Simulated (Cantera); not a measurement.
**Thermodynamics of boron, boron nitride and boron oxide, feed B₂O₃ + H₂O + NH₃**

Feed: 1 mol B₂O₃, 0.073 mol H₂O, 26 mol NH₃, held at 70.0 mbar.

These are equilibrium values from Cantera (NASA tables, ideal gas, pure condensed phases), not measurements of a reactor. Candidate condensed phases: B, BN, B₂O₃, B₃O₃H₃, H₂O; 39 gas species. Mutual solubility and eutectic melting of coexisting phases are not modelled. Gases not in the tables: H₃BO₃. Kinetics and transport are ignored.

```
T (°C)  log p H₂  log p N₂  log p HBO  log p HBO₂  n BN(s)  n B₂O₃(l)
------  --------  --------  ---------  ----------  -------  ---------
975        -1.28     -1.76      -6.19       -4.76   0.0143      0.986
1075       -1.28     -1.76      -5.30       -4.24   0.0204      0.966
1175       -1.28     -1.76      -4.53       -3.81   0.0363      0.907
1275       -1.28     -1.76      -3.86       -3.43   0.0593      0.737
1375       -1.29     -1.76      -3.28       -3.11   0.0501      0.209
1475       -1.30     -1.77      -3.11       -3.06        0          0
1575       -1.30     -1.77      -3.06       -3.06        0          0
1675       -1.30     -1.77      -3.03       -3.06        0          0
```
log p: log10 of the partial pressure in bar; n: condensed amount in mol.

From 975 °C to 1375 °C the condensed part is BN(s) + B₂O₃(l). From 1475 °C to 1675 °C nothing is condensed.
